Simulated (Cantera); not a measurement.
A freely propagating, adiabatic, planar premixed flame of CH4 : O2 : N2 : H2O = 1 : 2 : 7.52 : 2.2 (molar parts), equivalence ratio 1.0, unburnt at 400 K and 1.97 atm; mixture-averaged transport, grid criteria slope 0.08 and curve 0.16, no radiation.

Model: GRI-Mech 3.0 (53 species, 325 reactions), integrated in Cantera. Burning velocities carry a grid error of a few per cent, more on coarse grids.

x: mole fraction of selected species; z is measured from the peak of heat release.

```json
[
 {"z (mm)": "-1.65", "T (K)": "400", "u (m/s)": "0.179", "x CH4": "0.0785", "x O2": "0.157", "x H2O": "0.173", "x OH": "<1e-8", "x CH2O": "1.10e-7", "x CH3": "<1e-8"},
 {"z (mm)": "-1.10", "T (K)": "405", "u (m/s)": "0.181", "x CH4": "0.0781", "x O2": "0.157", "x H2O": "0.173", "x OH": "<1e-8", "x CH2O": "1.67e-6", "x CH3": "<1e-8"},
 {"z (mm)": "-0.823", "T (K)": "421", "u (m/s)": "0.189", "x CH4": "0.0770", "x O2": "0.155", "x H2O": "0.175", "x OH": "<1e-8", "x CH2O": "?", "x CH3": "?"},
 {"z (mm)": "-0.549", "T (K)": "527", "u (m/s)": "0.238", "x CH4": "0.0708", "x O2": "0.147", "x H2O": "0.188", "x OH": "1.38e-8", "x CH2O": "0.000111", "x CH3": "3.41e-7"},
 {"z (mm)": "-0.274", "T (K)": "960", "u (m/s)": "0.437", "x CH4": "0.0462", "x O2": "0.110", "x H2O": "0.232", "x OH": "1.67e-6", "x CH2O": "0.000718", "x CH3": "3.67e-5"},
 {"z (mm)": "-0.137", "T (K)": "1331", "u (m/s)": "0.608", "x CH4": "0.0236", "x O2": "0.0726", "x H2O": "0.267", "x OH": "3.81e-5", "x CH2O": "0.000814", "x CH3": "0.000394"},
 {"z (mm)": "0", "T (K)": "1685", "u (m/s)": "0.769", "x CH4": "0.00329", "x O2": "0.0313", "x H2O": "0.301", "x OH": "0.00112", "x CH2O": "0.000245", "x CH3": "0.000659"},
 {"z (mm)": "0.137", "T (K)": "1817", "u (m/s)": "0.824", "x CH4": "4.13e-5", "x O2": "0.0141", "x H2O": "0.311", "x OH": "0.00365", "x CH2O": "7.77e-6", "x CH3": "1.70e-5"},
 {"z (mm)": "0.274", "T (K)": "1869", "u (m/s)": "0.845", "x CH4": "3.56e-7", "x O2": "0.00996", "x H2O": "0.314", "x OH": "0.00378", "x CH2O": "8.25e-8", "x CH3": "1.77e-7"},
 {"z (mm)": "0.549", "T (K)": "1921", "u (m/s)": "0.866", "x CH4": "<1e-8", "x O2": "?", "x H2O": "0.318", "x OH": "?", "x CH2O": "<1e-8", "x CH3": "<1e-8"},
 {"z (mm)": "1.10", "T (K)": "1960", "u (m/s)": "0.882", "x CH4": "<1e-8", "x O2": "0.00478", "x H2O": "0.322", "x OH": "0.00230", "x CH2O": "<1e-8", "x CH3": "<1e-8"},
 {"z (mm)": "2.19", "T (K)": "1986", "u (m/s)": "0.892", "x CH4": "<1e-8", "x O2": "0.00330", "x H2O": "0.325", "x OH": "0.00168", "x CH2O": "<1e-8", "x CH3": "<1e-8"},
 {"z (mm)": "4.39", "T (K)": "1999", "u (m/s)": "0.898", "x CH4": "<1e-8", "x O2": "0.00247", "x H2O": "0.326", "x OH": "0.00129", "x CH2O": "<1e-8", "x CH3": "<1e-8"}
]
```

Problem. What belongs in the gaps?

Solution. 
- -0.823, x CH2O: 1.11e-5
- -0.823, x CH3: 2.80e-8
- 0.549, x O2: 0.00701
- 0.549, x OH: 0.00312
